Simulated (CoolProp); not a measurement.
200 sccm (0 °C, 1 atm) of nitrogen bubbles through liquid toluene at 341.5 K and leaves saturated at a total pressure of 0.15 MPa (ideal gas phase). Each further row changes one setting.

Values from CoolProp's reference Helmholtz-energy equation of state, Lemmon 2006. It is a short technical equation, of lower accuracy than the large ones.

```
case                      vapour pressure (kPa)  mole fraction of vapour  delivery (mg/min)  delivery (sccm)  change of delivery for a bath 1 K warmer (%)
------------------------  ---------------------  -----------------------  -----------------  ---------------  --------------------------------------------
as stated                                  25.6                        …                  …                …                                           4.6
bath temperature 346.5 K                      …                        …                212             51.5                                           4.7
total pressure 0.3 MPa                     25.6                   0.0852                  …             18.6                                             …
```

Q: Complete the blanks.

A: 
- as stated, mole fraction of vapour: 0.170
- as stated, delivery (mg/min): 169
- as stated, delivery (sccm): 41.1
- bath temperature 346.5 K, vapour pressure (kPa): 30.7
- bath temperature 346.5 K, mole fraction of vapour: 0.205
- total pressure 0.3 MPa, delivery (mg/min): 76.6
- total pressure 0.3 MPa, change of delivery for a bath 1 K warmer (%): 4.2
